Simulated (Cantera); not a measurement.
A closed system holds: 1 mol Si3H8, 57 mol H2, equilibrated at 825 K and 10.0 mbar.

These are equilibrium values from Cantera (NASA tables, ideal gas, pure condensed phases), not measurements of a reactor. Candidate condensed phases: Si; 9 gas species. The feed counts by its element totals alone. Equilibrium is a limit: real reactors are often held back by kinetics, nucleation or transport.

Base state: H2 1.00 (mole fractions); condensed: Si(s).

Task: What changes in the equilibrium state with this change: Si3H8 replaced by Si2Cl6?

Result: 
```json
[
 {"species": "H2", "before": "1.00", "after": "0.970"},
 {"species": "SiCl4", "before": "0", "after": "0.0201"},
 {"species": "SiHCl3", "before": "0", "after": "0.00583"},
 {"species": "HCl", "before": "0", "after": "0.00414"},
 {"species": "SiH2Cl2", "before": "0", "after": "0.000142"},
 {"species": "SiCl3", "before": "0", "after": "6.68e-5"},
 {"species": "Si(s), mol", "before": "3.00", "after": "0.470"}
]
```
The tables' values for SiCl3 are old estimates; treat these amounts as uncertain.
